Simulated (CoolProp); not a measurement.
Saturation properties of hydrogen chloride (Tc = 51.5 °C, pc = 83.14 bar, ω = 0.130).

Values from CoolProp's reference Helmholtz-energy equation of state, Thol 2018.

```tsv
T (°C)	p (bar)	enthalpy of vaporisation (kJ/kg)	liquid cp (kJ/(kg K))
-106.85	___	___	1.659
-88.25	0.8385	___	___
-69.65	___	___	___
-50.95	___	402.7	1.710
-32.35	9.976	374.8	1.775
-13.75	17.76	341.4	1.889
4.95	29.40	299.3	2.106
23.55	45.84	243.2	2.619
42.15	68.58	152.3	5.282
```

Complete the blanks.


- -106.85, p (bar): 0.2439
- -106.85, enthalpy of vaporisation (kJ/kg): 465.7
- -88.25, enthalpy of vaporisation (kJ/kg): 447.2
- -88.25, liquid cp (kJ/(kg K)): 1.658
- -69.65, p (bar): 2.251
- -69.65, enthalpy of vaporisation (kJ/kg): 426.5
- -69.65, liquid cp (kJ/(kg K)): 1.674
- -50.95, p (bar): 5.074

It boils at -85.0 °C under 1 atm.
